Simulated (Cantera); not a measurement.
Equilibrium for silicon epitaxy and polysilicon growth: SiH₂Cl₂ + Cl₂ + H₂

Feed: 1 mol SiH₂Cl₂, 0.022 mol Cl₂, 30 mol H₂, at 1023 K.

Equilibrium computed with Cantera from the NASA thermochemical tables; the gas is ideal and each condensed phase is pure. Candidate condensed phases: Si; 19 gas species. The tables' values for SiCl₃ are old estimates; treat these amounts as uncertain. Equilibrium is a limit: real reactors are often held back by kinetics, nucleation or transport.

```csv
P (Pa),log p H₂,log p HCl,log p SiHCl₃,log p SiCl₄,log p SiCl₂,log p SiH₂Cl₂,log p SiCl₃,n Si(s)
100,-3.02,-4.44,-6.02,-5.36,-5.60,-7.63,-6.14,0.728
460,-2.35,-3.89,-5.06,-4.53,-5.18,-6.55,-5.52,0.666
2100,-1.69,-3.38,-4.17,-3.78,-4.81,-5.51,-4.96,0.604
9600,-1.03,-2.87,-3.32,-3.10,-4.47,-4.51,-4.44,0.546
44000,-0.37,-2.38,-2.51,-2.45,-4.15,-3.53,-3.96,0.493
200000,0.29,-1.90,-1.74,-1.86,-3.85,-2.57,-3.51,0.441
```
log p: log10 of the partial pressure in bar; n: condensed amount in mol.

From 0.00100 bar to 2.00 bar the condensed part is Si(s). The main Si-bearing gas is SiCl₄ at 0.00100 bar and SiHCl₃ at 2.00 bar. The share of Si in condensed phases is highest at 0.00100 bar (72.8 %) and lowest at 2.00 bar (44.1 %).
